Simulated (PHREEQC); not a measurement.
Solution (25 °C): 62 mmol/kgw H2SO4 and 29 mmol/kgw MnSO4. Closed to the air; pH follows from the charge balance.

All values are PHREEQC results (ion-association model, phreeqc.dat), not measurements.

Precipitation was switched off in this run.

Problem. Order these S species by the share of S that they hold, largest first: HSO4-, SO4-2, MnSO4.

Solution. HSO4- (62 %), SO4-2 (27 %), MnSO4 (11 %)

The pH is 1.26 and the ionic strength 0.151 mol/kgw. Species that the database lacks are ignored.
